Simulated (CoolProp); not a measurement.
Saturated liquid density (kg/m³) of carbon monoxide: the reference equation beside estimates from Tc = 132.9 K, pc = 3.498 MPa, ω = 0.050. Rackett uses Z = 0.29056 − 0.08775 ω.

Computed with CoolProp (reference Helmholtz-energy equation of state, Lemmon 2006). It is a short technical equation, of lower accuracy than the large ones.

```
T (K)  reference  Rackett  Redlich-Kwong
-----  ---------  -------  -------------
79.8       801.2    811.4          804.5
82.2       790.8    801.2          792.7
84.7       779.7    790.4          779.9
87.1       768.8    779.7          767.2
89.5       757.7    768.8          754.1
92         745.8    757.2          739.9
94.4       734.1    745.7          725.7
96.8       722.1    733.8          710.9
99.2       709.6    721.6          695.5
101.7      696.2    708.4          678.8
104.1      682.9    695.3          662.0
106.5      668.9    681.6          644.4
```

Absolute difference from the reference over all 12 rows, mean and median: Rackett 1.6 and 1.6 %, Redlich-Kwong 1.3 and 1.0 %.
